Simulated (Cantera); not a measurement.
Source: NASA polynomial tables (part measured, part estimated), evaluated in Cantera. Values are per mole of reaction as written; species without (g) are pure solids or liquids, kept so even where they would boil at 1 bar.

Between 300 and 2148 K, where is each reaction favourable under standard conditions?
- 2 H2(g) + V2O4 → 4 OH(g) + 2 V


- 2 H2(g) + V2O4 → 4 OH(g) + 2 V: ΔG° is 1456 kJ at 300 K and 805 kJ at 2148 K; it stays positive (K < 1). ΔH° is 1392 kJ and ΔS° 273 J/K at 2148 K.
